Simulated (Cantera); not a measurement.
Input: 1 mol BF₃, 9 mol NH₃, 0.2 mol N₂, at 1627 °C and 0.100 bar.

Method: chemical equilibrium by Gibbs-energy minimisation in Cantera with the NASA 1993 tables (ideal gas, pure condensed phases). Candidate condensed phases: B, BN; 31 gas species. The tables' values for BF₂ are old estimates; treat these amounts as uncertain. The numbers say what is thermodynamically allowed, not how fast it happens.

Base state: H₂ 0.677, N₂ 0.241, HF 0.0294, BF₃ 0.0293, BF₂ 0.0124, BF 0.00446, BHF₂ 0.00400, H 0.00207 (mole fractions); condensed: BN(s).

Task: What changes in the equilibrium state with this change: BF₃ replaced by B₂H₆?

Result: 
```json
[
 {"species": "H₂", "before": "0.677", "after": "0.815"},
 {"species": "N₂", "before": "0.241", "after": "0.183"},
 {"species": "H", "before": "0.00207", "after": "0.00227"},
 {"species": "HF", "before": "0.0294", "after": "0"},
 {"species": "BF₃", "before": "0.0293", "after": "0"},
 {"species": "BF₂", "before": "0.0124", "after": "0"},
 {"species": "BF", "before": "0.00446", "after": "0"},
 {"species": "BHF₂", "before": "0.00400", "after": "0"},
 {"species": "BN(s), mol", "before": "0.0266", "after": "2.00"}
]
```
The feed counts by its element totals alone.
